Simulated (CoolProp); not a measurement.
Vapour-liquid equilibrium of carbon dioxide (1) + R124 (2) at 251 K; x and y are mole fractions of (1).

Values from CoolProp's multi-fluid Helmholtz-energy mixture model, Span 1996 and de Vries 1995; pair parameters Bell 2016.

Q: Give the bubble pressure and the first vapour's composition at x = 0.15, 0.35, 0.45. Is there an azeotrope?

A: x = 0.15: 0.3107 MPa, y = 0.806; x = 0.35: 0.6141 MPa, y = 0.915; x = 0.45: 0.7704 MPa, y = 0.939. No azeotrope shows between x = 0.05 and 0.95.

Pair parameters are fitted to limited data, so mixtures are less certain than the pure fluids.
